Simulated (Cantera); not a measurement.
Feed: 1 mol Fe3O4, 0.24 mol HCl, 0.19 mol N2, equilibrated at 1200 K and 1800 Pa.

These are equilibrium values from Cantera (NASA tables, ideal gas, pure condensed phases), not measurements of a reactor. Candidate condensed phases: Fe, FeCl2, FeCl3, FeO, Fe(OH)2, Fe(OH)3, Fe2O3, Fe3O4, H2O, NH4Cl; 37 gas species. Mutual solubility and eutectic melting of coexisting phases are not modelled. Equilibrium is a limit: real reactors are often held back by kinetics, nucleation or transport.

Base state: HCl 0.469, N2 0.442, H2O 0.0450, FeCl2 0.0398, FeCl3 0.00300, Cl 0.000644, Cl2 0.000334, O2 2.45e-5 (mole fractions); condensed: Fe2O3(s) + Fe3O4(s).

### Question
What changes in the equilibrium state with this change: pressure from 1800 Pa to 13300 Pa?

### Answer
```tsv
species	before	after
HCl	0.469	0.464
N2	0.442	0.443
H2O	0.0450	0.0481
FeCl3	0.00300	0.00720
FeCl2	0.0398	0.0366
O2	2.45e-5	3.31e-6
Fe2Cl4	1.88e-5	0.000118
Cl	0.000644	0.000227
Fe2O3(s), mol	0.0156	0.0137
Fe3O4(s), mol	0.983	0.985
```

### Question
What changes in the equilibrium state with this change: N2 from 0.19 to 0.52 mol?

### Answer
| species | before | after |
|---|---|---|
| N2 | 0.442 | 0.684 |
| HCl | 0.469 | 0.265 |
| H2O | 0.0450 | 0.0252 |
| FeCl2 | 0.0398 | 0.0228 |
| Fe2Cl4 | 1.88e-5 | 6.17e-6 |
| FeCl3 | 0.00300 | 0.00130 |
| Cl2 | 0.000334 | 0.000192 |
| Cl | 0.000644 | 0.000488 |
| O2 | 2.45e-5 | 2.45e-5 |
| Fe2O3(s), mol | 0.0156 | 0.0157 |
| Fe3O4(s), mol | 0.983 | 0.983 |

### Question
What changes in the equilibrium state with this change: temperature from 1200 K to 1425 K?

### Answer
```tsv
species	before	after
N2	0.442	0.436
HCl	0.469	0.398
H2O	0.0450	0.0765
FeCl2	0.0398	0.0690
O2	2.45e-5	0.00870
NO	1.58e-6	0.000126
Fe2O3(s), mol	0.0156	0
Fe3O4(s), mol	0.983	0.990
```
